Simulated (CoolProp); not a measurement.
Vapour-liquid equilibrium of n-decane (1) + n-dodecane (2) at 0.861 bar; x and y are mole fractions of (1).

The numbers come from the multi-fluid Helmholtz-energy mixture model, Lemmon 2006 and Lemmon 2004; pair parameters Bell 2016 in CoolProp.

Give the bubble temperature and the first vapour's composition at x = 0.05, 0.275, 0.8. Is there an azeotrope?

x = 0.05: 479.7 K, y = 0.114; x = 0.275: 467.4 K, y = 0.501; x = 0.8: 446.7 K, y = 0.921. No azeotrope shows between x = 0.05 and 0.95.

Pair parameters are fitted to limited data, so mixtures are less certain than the pure fluids.
